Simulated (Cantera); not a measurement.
What does this Cantera script print?

```python
import numpy as np
import cantera as ct

gas_names = """
    H HNO HNO2 HNO3 HO2 H2 H2O H2O2 N NH NH2 NH3 NH2OH NO NO2 NO3 N2 N2H2 N2H4 N2O O OH O2 O3 Pb PbO Pb2
""".split()
cond_names = """
    H2O(s) H2O(L) Pb(cr) Pb(L) PbO(rd) PbO(yw) PbO(L) PbO2(s) Pb3O4(s)
""".split()


# ... load() reads the species with a 1 bar reference pressure and builds the phases ...
atoms = {
    'Pb': {'Pb': 1},
    'H2O': {'H': 2, 'O': 1},
    'N2': {'N': 2},
}
top_T = {'Pb3O4(s)': 820}  # K; cautious upper limits of use, not melting points


# ... equilibrate(T, P, feed) seeds the gas with the atoms and calls Mixture.equilibrate('TP', solver="vcs", rtol=1e-11, max_steps=5000) ...
results = []
feed = {'Pb': 1, 'H2O': 4.1, 'N2': 40}  # mol
T = 1098.15  # K
P = 101325  # Pa
mix = equilibrate(T, P, feed)
results.append((T, P, feed, dict(zip(mix.species_names, mix.species_moles))))
print(gas.report(threshold=1e-06))
for i in range(1, mix.n_phases):
    print(f"{mix.phase(i).name:16s} {mix.phase_moles(i):12.5e} mol")
```

It prints:

```
       temperature   1098.2 K
          pressure   1.0132e+05 Pa
           density   0.30081 kg/m^3
  mean mol. weight   27.106 kg/kmol
   phase of matter   gas

                          1 kg             1 kmol
                     ---------------   ---------------
          enthalpy        1.0138e+05        2.7479e+06  J
   internal energy       -2.3547e+05       -6.3826e+06  J
           entropy            8641.3        2.3423e+05  J/K
    Gibbs function        -9.388e+06       -2.5447e+08  J
 heat capacity c_p            1256.2             34052  J/K
 heat capacity c_v             949.5             25737  J/K

                      mass frac. Y      mole frac. X     chem. pot. / RT
                     ---------------   ---------------   ---------------
                H2        1.4179e-06        1.9065e-05           -28.598
               H2O          0.061769           0.09294           -54.013
                N2            0.9373           0.90692           -25.194
                Pb        0.00088362         0.0001156           -10.205
               PbO        4.7855e-05        5.8117e-06            -35.62
     [  +22 minor]        2.3889e-08        5.0532e-09

Pb(L)             9.94061e-01 mol
PbO(yw)           5.84427e-04 mol
PbO2(s)           0.00000e+00 mol
```

Equilibrium computed with Cantera from the NASA thermochemical tables; the gas is ideal and each condensed phase is pure. Mutual solubility and eutectic melting of coexisting phases are not modelled.
